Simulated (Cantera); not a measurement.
A perfectly stirred reactor is fed with H2 : O2 = 0.27 : 1 (molar parts), at 10.00 Torr; it is held at 1425 K, and followed from long to short residence time.

Cantera simulation using GRI-Mech 3.0 (53 species, 325 reactions); the numbers are that mechanism's predictions, not measurements. Radical loss at walls, strong at low pressure, is not modelled. The temperature is held fixed by assumption; the heat of reaction is taken as removed at once.

What does this change do: pressure from 10.00 Torr to 5.78 Torr?


```tsv
quantity	before	after
x(H2) at τ = 0.320 s	0.00184	0.00344
x(O2) at τ = 0.320 s	0.748	0.735
x(H) at τ = 0.320 s	0.00274	0.00756
x(OH) at τ = 0.320 s	0.00806	0.0111
x(H2O) at τ = 0.320 s	0.228	0.220
x(H2) at τ = 3.30 ms	0.0138	0.0164
x(O2) at τ = 3.30 ms	0.667	0.660
x(H) at τ = 3.30 ms	0.0528	0.0597
x(OH) at τ = 3.30 ms	0.0196	0.0204
x(H2O) at τ = 3.30 ms	0.166	0.157
```
